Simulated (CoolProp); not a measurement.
Vapour-liquid equilibrium of propane (1) + dimethyl ether (2) at 237.8 K; x and y are mole fractions of (1).

Computed with CoolProp (multi-fluid Helmholtz-energy mixture model, Lemmon 2009 and Wu 2011; pair parameters Bell 2016).

Question: Give the bubble pressure and the first vapour's composition at x = 0.575, 0.725, 0.875. Is there an azeotrope?

Answer: x = 0.575: 0.1233 MPa, y = 0.719; x = 0.725: 0.1296 MPa, y = 0.799; x = 0.875: 0.1339 MPa, y = 0.894. No azeotrope shows between x = 0.05 and 0.95.

The pair parameters rest on a limited set of measurements; away from them the model extrapolates.
